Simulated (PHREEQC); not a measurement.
Dissolve 16 mmol/kgw Pb(NO3)2 and 0.61 mmol/kgw NaNO3 at 20 °C. It is in equilibrium with CO2 at log p = -1 (atm). Otherwise closed; pH follows from the charge balance.

Equilibrium calculation in PHREEQC: ion-association model, phreeqc.dat.

| quantity | before | after |
|---|---|---|
| pH | 3.99 | 4.71 |
| ionic strength (mol/kgw) | 0.0431 | 0.0423 |
| NO3- (mol/kgw) | 0.0299 | 0.0294 |
| Pb+2 (mol/kgw) | 0.0132 | 0.0129 |
| PbNO3+ (mol/kgw) | 0.00273 | 0.00263 |
| PbHCO3+ (mol/kgw) | 9.56e-5 | 0.000485 |
| SI of Cerussite (PbCO3) | -0.19 | +1.23 |
| SI of Pb(OH)2 (Pb(OH)2) | -2.54 | -1.12 |

Q: Name the change that produced these shifts.
A. diluted 100-fold with water
B. NaNO3 replaced by NaHCO3 at the same molality
C. Pb(NO3)2 from 0.016 to 0.08 mol/kgw

A: B, NaNO3 replaced by NaHCO3 at the same molality

Precipitation was switched off in this run. Some of these states are supersaturated (in Cerussite, for instance).
